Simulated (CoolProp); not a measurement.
Properties of ammonia along the isobar 0.506 bar.

Values from CoolProp's reference Helmholtz-energy equation of state, Gao 2020.

```
T (K)  phase       Z  isothermal compressibility (1/MPa)  conductivity (mW/(m K))  Prandtl number
-----  -----  ------  ----------------------------------  -----------------------  --------------
354.9    gas  0.9973                               19.82                     31.0           0.868
370      gas  0.9977                               19.81                     33.0           0.865
385.1    gas  0.9980                               19.80                     35.0           0.861
400.3    gas  0.9983                               19.80                     37.2           0.857
415.4    gas  0.9985                               19.79                     39.5           0.852
430.5    gas  0.9987                               19.79                     41.8           0.847
445.7    gas  0.9988                               19.79                     44.2           0.842
460.8    gas  0.9990                               19.78                     46.6           0.838
475.9    gas  0.9991                               19.78                     49.1           0.834
491      gas  0.9992                               19.78                     51.6           0.830
506.2    gas  0.9993                               19.78                     54.1           0.828
521.3    gas  0.9993                               19.78                     56.6           0.826
536.4    gas  0.9994                               19.77                     59.0           0.826
```

Viscosity comes from a separate model (Fenghour 1995). Thermal conductivity comes from a separate model (Tufeu 1984).
